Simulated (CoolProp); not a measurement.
Vapour-liquid equilibrium of n-octane (1) + ethylbenzene (2) at 483.6 K; x and y are mole fractions of (1).

Computed with CoolProp (multi-fluid Helmholtz-energy mixture model, Beckmüller 2019 and Zhou 2012; pair parameters Bell 2016).

| x | bubble pressure (kPa) | y at the bubble point | dew pressure at overall composition x (kPa) | liquid density (mol/L) |
|---|---|---|---|---|
| 0.05 | 538.0 | 0.068 | 534.7 | 6.280 |
| 0.2 | 570.8 | 0.248 | 562.0 | 5.933 |
| 0.35 | 598.1 | 0.405 | 588.8 | 5.616 |
| 0.5 | 620.8 | 0.547 | 613.6 | 5.327 |
| 0.65 | 639.4 | 0.683 | 635.2 | 5.062 |
| 0.8 | 654.2 | 0.817 | 652.5 | 4.819 |
| 0.95 | 665.2 | 0.953 | 665.0 | 4.598 |

No azeotrope shows between x = 0.05 and 0.95.

Pair parameters are fitted to limited data, so mixtures are less certain than the pure fluids.
